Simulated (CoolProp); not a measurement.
Vapour-liquid equilibrium of dimethyl ether (1) + n-perfluorobutane (2) at 0.451 MPa; x and y are mole fractions of (1).

Values from CoolProp's multi-fluid Helmholtz-energy mixture model, Wu 2011 and Gao 2022; pair parameters Bell 2016.

**Question.** Give the bubble temperature and the first vapour's composition at x = 0.05, 0.2, 0.8. Is there an azeotrope?

**Answer.** x = 0.05: 307.5 K, y = 0.220; x = 0.2: 290.6 K, y = 0.587; x = 0.8: 282.7 K, y = 0.739. y crosses x between x = 0.65 and 0.8: the model has an azeotrope there.

The pair parameters rest on a limited set of measurements; away from them the model extrapolates. With so large a gap from Raoult's law the liquid may split in two, which this calculation doesn't test in full.
